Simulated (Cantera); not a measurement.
Input: 1 mol BN, a varied amount of H2, held at 0.00900 Torr.

Cantera equilibrium calculation (NASA polynomials, part measured and part estimated; ideal gas, pure solids and liquids). Candidate condensed phases: B, BN; 15 gas species. Mutual solubility and eutectic melting of coexisting phases are not modelled. Equilibrium is a limit: real reactors are often held back by kinetics, nucleation or transport.

Stable condensed phases, one row left out:

```
T in K \ n(H2) in mol
         0.031 0.063  0.13  0.27  0.57   1.2   2.5   5.1
   2600      A     A     A     A     A     A     A     A
   2450      A     A     A     A     A     A     A     A
   2300      A     A     A     A     A     A     A     A
   2000      B     B     B     B     B     B     B     B
   1850      C     B     B     B     B     B     B     B
   1700      C     C     C     C     C     C     C     C
   1550      C     C     C     C     C     C     C     C
   1400      D     D     D     D     D     D     C     C
```

A: gas only; B: B; C: B + BN; D: BN.

**Question.** Give the row for 2150 K.

**Answer.** 0.031: B; 0.063: B; 0.13: B; 0.27: B; 0.57: B; 1.2: B; 2.5: B; 5.1: gas only.
